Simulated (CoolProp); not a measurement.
Vapour-liquid equilibrium of toluene (1) + n-octane (2) at 329 K; x and y are mole fractions of (1).

Values from CoolProp's multi-fluid Helmholtz-energy mixture model, Lemmon 2006 and Beckmüller 2019; pair parameters Bell 2016.

| x | bubble pressure (MPa) | y at the bubble point | dew pressure at overall composition x (MPa) | liquid density (mol/L) |
|---|---|---|---|---|
| 0.05 | 0.009401 | 0.114 | 0.009028 | 6.000 |
| 0.15 | 0.01057 | 0.290 | 0.009622 | 6.225 |
| 0.25 | 0.01159 | 0.421 | 0.01028 | 6.467 |
| 0.35 | 0.01246 | 0.523 | 0.01102 | 6.727 |
| 0.45 | 0.01320 | 0.608 | 0.01183 | 7.008 |
| 0.55 | 0.01384 | 0.681 | 0.01269 | 7.311 |
| 0.65 | 0.01439 | 0.749 | 0.01357 | 7.640 |
| 0.75 | 0.01486 | 0.815 | 0.01440 | 7.997 |
| 0.85 | 0.01525 | 0.883 | 0.01507 | 8.387 |
| 0.95 | 0.01557 | 0.958 | 0.01554 | 8.814 |

No azeotrope shows between x = 0.05 and 0.95.

Pair parameters are fitted to limited data, so mixtures are less certain than the pure fluids.
